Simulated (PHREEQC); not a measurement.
1 kg of water holding 0.22 mol KCl, 0.6 mol Na2CO3, 0.0018 mol Na2B4O7, 0.01 mol NaCl and 0.085 mol Na2SO4 is evaporated at 25 °C; the solids stay in contact with the brine. CO2 is held at log p = -3.4 (atm). Only these solids could form: Arcanite, Burkeite, Glaserite, Halite, Kalicinite, Mirabilite, Misenite, Nahcolite, Natron, Sylvite, Thenardite, Trona, Borax, Boric_acid,s, KB5O8:4H2O, K2B4O7:4H2O, NaBO2:4H2O, NaB5O8:5H2O, Teepleite.

All values are PHREEQC results (Pitzer model, pitzer.dat), not measurements.

Problem. Predict Trona (mol) at water left (kg) = 0.2041, 0.1636.

Solution. 
| water left (kg) | Trona (mol) |
|---|---|
| 0.2041 | 0.0758 |
| 0.1636 | 0.156 |
